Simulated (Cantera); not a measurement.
Charge: 1 mol BN, 240 mol H2, 0.61 mol N2, equilibrated at 1625 K and 10000 Pa.

Cantera equilibrium calculation (NASA polynomials, part measured and part estimated; ideal gas, pure solids and liquids). Candidate condensed phases: B, BN; 15 gas species. Equilibrium is a limit: real reactors are often held back by kinetics, nucleation or transport.

Base state: H2 0.997, N2 0.00254, H 0.000223 (mole fractions); condensed: BN(s).

**Question.** What changes in the equilibrium state with this change: BN replaced by AlN?

**Answer.** 
| species | before | after |
|---|---|---|
| H2 | 0.997 | 0.997 |
| N2 | 0.00254 | 0.00254 |
| H | 0.000223 | 0.000223 |
| BN(s), mol | 1.000 | 0 |
| AlN(s), mol | 0 | 0.999 |
Further candidate phases: Al, AlN.
